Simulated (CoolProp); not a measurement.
Vapour pressure (MPa) of R1234ze(E): the reference equation beside estimates from Tc = 382.5 K, pc = 3.635 MPa, ω = 0.313.

The numbers come from the reference Helmholtz-energy equation of state, Thol 2016 in CoolProp.

| T (K) | reference | Redlich-Kwong | Soave-Redlich-Kwong |
|---|---|---|---|
| 258.1 | (withheld) | (withheld) | 0.1193 |
| 267.1 | 0.1723 | 0.3113 | 0.1721 |
| 276.1 | 0.2411 | (withheld) | 0.2417 |
| 285 | 0.3282 | (withheld) | 0.3300 |
| 294 | 0.4389 | (withheld) | 0.4425 |
| 303 | 0.5758 | 0.8329 | 0.5820 |
| 311.9 | 0.7407 | 1.022 | 0.7502 |
| 320.9 | 0.9413 | 1.242 | 0.9549 |
| 329.8 | 1.177 | 1.488 | 1.196 |
| 338.8 | 1.458 | 1.769 | 1.482 |
| 347.8 | 1.787 | 2.083 | 1.816 |
| 356.7 | 2.165 | 2.428 | 2.197 |

Problem. Complete the blanks.

Solution. 
- 258.1, reference: 0.1198
- 258.1, Redlich-Kwong: 0.2313
- 276.1, Redlich-Kwong: 0.4096
- 285, Redlich-Kwong: 0.5268
- 294, Redlich-Kwong: 0.6677

Absolute difference from the reference over all 12 rows, mean and median: Redlich-Kwong 45.6 and 41.3 %, Soave-Redlich-Kwong 1.0 and 1.2 %.
